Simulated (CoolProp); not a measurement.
Vapour-liquid equilibrium of R143a (1) + R236FA (2) at -20.95 °C; x and y are mole fractions of (1).

Computed with CoolProp (multi-fluid Helmholtz-energy mixture model, Lemmon and Jacobsen 2000 and Pan 2012; pair parameters Bell 2016).

Give the bubble pressure and the first vapour's composition at x = 0.05, 0.2, 0.95. Is there an azeotrope?

x = 0.05: 52.74 kPa, y = 0.243; x = 0.2: 87.54 kPa, y = 0.609; x = 0.95: 290.0 kPa, y = 0.992. No azeotrope shows between x = 0.05 and 0.95.

Pair parameters are fitted to limited data, so mixtures are less certain than the pure fluids.
